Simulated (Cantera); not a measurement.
Charge: 1 mol Si, 7.6 mol NF₃, 3 mol Cl₂, held at 775 K and 52.0 mbar.

Method: chemical equilibrium by Gibbs-energy minimisation in Cantera with the NASA 1993 tables (ideal gas, pure condensed phases). The numbers say what is thermodynamically allowed, not how fast it happens.

```
species   before    after
-------  -------  -------
Cl₂      3.05e-8    0.615
SiF₄      0.0642    0.172
N₂         0.192    0.115
ClF        0.379    <1e-9
F₂         0.243    <1e-9
NF₃        0.104    <1e-9
SiCl₄      <1e-9   0.0980
F         0.0121    <1e-9
ClF₃     0.00627    <1e-9
Cl       3.93e-9  1.77e-5
```
Gas species are given as mole fractions.

Question: Name the change that produced these shifts.
A. temperature from 775 K to 625 K
B. NF₃ from 7.6 to 0.85 mol
C. temperature from 775 K to 525 K
D. pressure from 52.0 mbar to 10.0 mbar

Answer: B, NF₃ from 7.6 to 0.85 mol
